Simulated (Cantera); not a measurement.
Cantera run, input and output.

```python
import numpy as np
import cantera as ct

gas = ct.Solution("gri30.yaml")
gas.TPX = 400, 101325, {'C3H8': 1, 'O2': 4.55, 'N2': 17.1, 'CO2': 0.27}
inlet = ct.Reservoir(gas, clone=True)
gas.equilibrate("HP")  # start burning
reactor = ct.IdealGasConstPressureReactor(gas, energy="on", clone=False)
exhaust = ct.Reservoir(gas, clone=True)
tau = [0.025, 0.012, 0.0057, 0.0028, 0.0013, 0.00064, 0.00031, 0.00015, 7.1e-05, 3.4e-05, 1.6e-05, 7.9e-06][0]
for a, b in ((inlet, reactor), (reactor, exhaust)):
    ct.MassFlowController(a, b, mdot=lambda t: reactor.mass / tau)
net = ct.ReactorNet([reactor])
show = ['C3H8', 'O2', 'NO', 'CH4', 'O']

rows = []
print(f"{'tau/s':>10s}{'T/K':>9s}" + "".join(f"{s:>11s}" for s in show))
for tau in [0.025, 0.012, 0.0057, 0.0028, 0.0013, 0.00064, 0.00031, 0.00015, 7.1e-05, 3.4e-05, 1.6e-05, 7.9e-06]:
    net.initial_time = 0.0
    net.advance(30 * tau)
    before = gas.X
    net.advance(40 * tau)
    drift = np.max(np.abs(gas.X - before) / (gas.X + 1e-9))
    rows.append([gas.T, *gas[show].X, drift])
    print(f"{tau:10.3e}{gas.T:9.1f}" + "".join(f"{x:11.3e}" for x in gas[show].X))
```

Result:

```
     tau/s      T/K       C3H8         O2         NO        CH4          O
 2.500e-02   2238.8  5.470e-07  3.871e-03  6.963e-04  1.055e-06  6.043e-04
 1.200e-02   2210.7  1.014e-06  5.168e-03  5.698e-04  1.422e-06  8.676e-04
 5.700e-03   2174.9  1.870e-06  6.790e-03  4.410e-04  1.986e-06  1.240e-03
 2.800e-03   2134.8  3.348e-06  8.569e-03  3.315e-04  2.908e-06  1.695e-03
 1.300e-03   2087.0  6.360e-06  1.069e-02  2.372e-04  4.826e-06  2.262e-03
 6.400e-04   2040.6  1.184e-05  1.285e-02  1.720e-04  8.532e-06  2.784e-03
 3.100e-04   1991.3  2.353e-05  1.554e-02  1.225e-04  1.713e-05  3.193e-03
 1.500e-04   1935.3  5.153e-05  1.960e-02  8.384e-05  4.026e-05  3.270e-03
 7.100e-05   1832.7  1.598e-04  2.974e-02  4.151e-05  1.574e-04  2.424e-03
 3.400e-05    400.0  4.363e-02  1.985e-01 -6.204e-19 -7.569e-17 -1.932e-29
 1.600e-05    400.0  4.363e-02  1.985e-01 -3.653e-23 -4.457e-21 -3.098e-32
 7.900e-06    400.0  4.363e-02  1.985e-01 -2.307e-24 -2.815e-22 -1.709e-33
```

Model: GRI-Mech 3.0 (53 species, 325 reactions), integrated in Cantera. GRI-Mech 3.0 was tuned for natural gas; its chemistry of propane as a main component is partial and can be far from experiment.
